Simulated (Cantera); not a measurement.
A Cantera script and its output.

```python
import numpy as np
import cantera as ct

gas = ct.Solution("SiF4_NH3_mec.yaml", "gas")
gas.TPX = 1650, 2666, {'NH3': 1, 'H2': 0.72}
reactor = ct.IdealGasConstPressureReactor(gas, energy="off", clone=False)
net = ct.ReactorNet([reactor])
net.rtol, net.atol = 1e-08, 1e-18
show = ['NH3', 'H2', 'N', 'NH', 'H', 'N2H4']
times = np.geomspace(6e-05, 200, 15)

steps = ct.SolutionArray(gas, extra=["t"])
rows = []
print(f"{'t/s':>10s}{'T/K':>9s}{'P/Pa':>11s}" + "".join(f"{s:>11s}" for s in show))
for t in times:
    while net.time < t:
        t_next = net.step()
        steps.append(gas.state, t=t_next)
    rows.append([np.interp(t, steps.t, y) for y in (steps.T, steps.P, *steps(*show).X.T)])
    print(f"{t:10.3e}{rows[-1][0]:9.1f}{rows[-1][1]:11.4g}" + "".join(f"{x:11.3e}" for x in rows[-1][2:]))
rate = np.gradient(steps.T, steps.t)
print("integrator steps:", len(steps.t))
if steps.T.max() > steps.T[0] + 200:
    print(f"time of steepest temperature rise: {steps.t[rate.argmax()]:.4e} s")
gas.TPX = 1650, 2666, {'NH3': 1, 'H2': 0.72}
gas.equilibrate("TP")
print(f"equilibrium (TP): T = {gas.T:.1f} K  " + "  ".join(f"{s} {gas[s].X[0]:.3e}" for s in show))
```

It prints:

```
       t/s      T/K       P/Pa        NH3         H2          N         NH          H       N2H4
 6.000e-05   1650.0       2666  5.814e-01  4.186e-01  4.267e-18  4.286e-13  4.734e-08  2.163e-15
 1.754e-04   1650.0       2666  5.814e-01  4.186e-01  3.555e-16  6.000e-12  1.302e-07  3.948e-14
 5.129e-04   1650.0       2666  5.814e-01  4.186e-01  1.710e-14  6.438e-11  3.724e-07  5.029e-13
 1.499e-03   1650.0       2666  5.814e-01  4.186e-01  5.493e-13  5.965e-10  1.080e-06  5.004e-12
 4.384e-03   1650.0       2666  5.814e-01  4.186e-01  1.486e-11  5.224e-09  3.148e-06  4.500e-11
 1.282e-02   1650.0       2666  5.814e-01  4.186e-01  3.714e-10  4.448e-08  9.165e-06  3.887e-10
 3.747e-02   1650.0       2666  5.812e-01  4.186e-01  7.931e-09  3.473e-07  2.582e-05  3.093e-09
 1.095e-01   1650.0       2666  5.804e-01  4.191e-01  4.358e-08  1.102e-06  4.663e-05  1.002e-08
 3.203e-01   1650.0       2666  5.774e-01  4.212e-01  4.700e-08  1.158e-06  4.818e-05  1.048e-08
 9.363e-01   1650.0       2666  5.685e-01  4.273e-01  4.718e-08  1.154e-06  4.913e-05  1.027e-08
 2.737e+00   1650.0       2666  5.437e-01  4.442e-01  4.766e-08  1.141e-06  5.185e-05  9.683e-09
 8.003e+00   1650.0       2666  4.800e-01  4.878e-01  4.874e-08  1.103e-06  5.935e-05  8.197e-09
 2.340e+01   1650.0       2666  3.461e-01  5.794e-01  5.009e-08  9.949e-07  7.829e-05  5.260e-09
 6.841e+01   1650.0       2666  1.632e-01  7.044e-01  4.883e-08  7.511e-07  1.196e-04  1.842e-09
 2.000e+02   1650.0       2666  3.749e-02  7.903e-01  4.053e-08  4.026e-07  2.038e-04  2.236e-10
integrator steps: 858
equilibrium (TP): T = 1650.0 K  NH3 3.419e-07  H2 8.157e-01  N 5.208e-12  NH 2.134e-11  H 5.058e-04  N2H4 1.090e-19
```

Computed with Cantera and the gas-phase N/H chemistry of the illustrative SiF4/NH3 mechanism in the Surface Chemkin manual (1991). Walls and surfaces, which speed up NH3 decomposition in real reactors, are not modelled.
